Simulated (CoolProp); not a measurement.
Vapour pressure (kPa) of sulfur hexafluoride: the reference equation beside estimates from Tc = 318.7 K, pc = 3755 kPa, ω = 0.210.

Values from CoolProp's reference Helmholtz-energy equation of state, Guder 2009.

```csv
T (K),reference,Lee-Kesler,Soave-Redlich-Kwong,Peng-Robinson
245.7,538.0,547.4,548.8,543.0
252.2,668.5,679.2,682.2,674.2
258.7,821.2,832.9,838.2,827.8
265.2,998.4,1011,1019,1006
271.6,1199,1211,1224,1208
278.1,1432,1443,1460,1443
284.6,1696,1707,1729,1710
291.1,1996,2005,2032,2012
297.5,2328,2336,2365,2346
304,2707,2714,2743,2726
```

Absolute difference from the reference over all 10 rows, mean and median: Lee-Kesler 1.0 and 0.9 %, Soave-Redlich-Kwong 1.9 and 2.0 %, Peng-Robinson 0.8 and 0.8 %.
